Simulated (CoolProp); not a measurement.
Model: reference Helmholtz-energy equation of state, Setzmann 1991, in CoolProp.

Problem. For methane, give the phase and the cp (kJ/(kg K)), cv (kJ/(kg K)), isothermal compressibility (1/MPa), expansivity (1/kK) at 53.55 °C and 10.7 MPa; 53.55 °C and 21.5 MPa; 53.55 °C and 23 MPa.

Solution. 
- 53.55 °C and 10.7 MPa: supercritical; cp 2.89, cv 1.86, isothermal compressibility 0.1000, expansivity 4.73
- 53.55 °C and 21.5 MPa: supercritical; cp 3.32, cv 1.90, isothermal compressibility 0.0416, expansivity 5.08
- 53.55 °C and 23 MPa: supercritical; cp 3.34, cv 1.90, isothermal compressibility 0.0374, expansivity 4.99
